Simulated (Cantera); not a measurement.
Feed: 1 mol SiC, 0.42 mol CO₂, 7.1 mol N₂, 0.45 mol N₂O, at 133 Pa.

Cantera equilibrium calculation (NASA polynomials, part measured and part estimated; ideal gas, pure solids and liquids). Candidate condensed phases: C, Si, SiC, SiO₂, Si₂N₂O, Si₃N₄; 34 gas species. Kinetics and transport are ignored. All values below are at 1348 K.

Base state: N₂ 0.899, CO 0.101, SiO 1.95e-5 (mole fractions); condensed: C(graphite) + Si₂N₂O(s).

What changes in the equilibrium state with this change: 0.004 mol CH₄ added?


```tsv
species	before	after
N₂	0.899	0.898
CO	0.101	0.101
H₂	0	0.00101
SiO	1.95e-5	1.95e-5
C(graphite), mol	0.630	0.634
Si₂N₂O(s), mol	0.500	0.500
```
Further candidate phases: C₆H₆, C₇H₈, C₈H₁₈, H₂O.
